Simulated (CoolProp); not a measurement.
The fluid at 418.6 K and 6.67 MPa is throttled through a valve to 2.8 MPa with no heat exchange. The same conditions are run with several fluids, on thermodynamics alone (safety and materials aside).

Model: reference Helmholtz-energy equation of state of each fluid (carbonyl sulfide: Lemmon 2006; ethane: Bücker 2006; propyne: Polt 1992; R125: Lemmon 2005; R13: Platzer 1990), in CoolProp. The equations of Platzer and Polt are older, rougher fits.

Rank carbonyl sulfide, ethane, propyne, R125, R13 by temperature change (K), highest first.

ethane (-18.7), R13 (-19.3), R125 (-23.6), carbonyl sulfide (-44.9), propyne (-54.6)

```tsv
fluid	final phase	final density (kg/m³)
carbonyl sulfide	gas	65.8
ethane	gas	27.6
propyne	two-phase, vapour fraction 0.985	56.2
R125	gas	123
R13	gas	97.2
```
